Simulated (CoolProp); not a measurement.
Vapour-liquid equilibrium of R22 (1) + n-hexane (2) at 1.55 °C; x and y are mole fractions of (1).

Computed with CoolProp (multi-fluid Helmholtz-energy mixture model, Kamei 1995 and Thol 2019; pair parameters Bell 2016).

```csv
x,"bubble pressure, mixture model (MPa)","bubble pressure, Raoult's law (MPa)","y, mixture model","y, Raoult's law"
0.05,0.04792,0.03241,0.866,0.808
0.125,0.1070,0.07119,0.943,0.919
0.2,0.1607,0.1100,0.964,0.952
0.275,0.2083,0.1487,0.973,0.968
0.35,0.2495,0.1875,0.979,0.977
0.425,0.2853,0.2263,0.983,0.983
0.5,0.3167,0.2651,0.985,0.988
0.575,0.3452,0.3039,0.987,0.991
0.65,0.3723,0.3426,0.989,0.993
0.725,0.3995,0.3814,0.991,0.995
0.8,0.4282,0.4202,0.993,0.997
0.875,0.4600,0.4590,0.996,0.998
0.95,0.4963,0.4977,0.998,0.999
```

The largest gap from Raoult's law is +50.3 % in bubble pressure, at x = 0.125. No azeotrope shows between x = 0.05 and 0.95.

The pair parameters rest on a limited set of measurements; away from them the model extrapolates. With so large a gap from Raoult's law the liquid may split in two, which this calculation doesn't test in full.
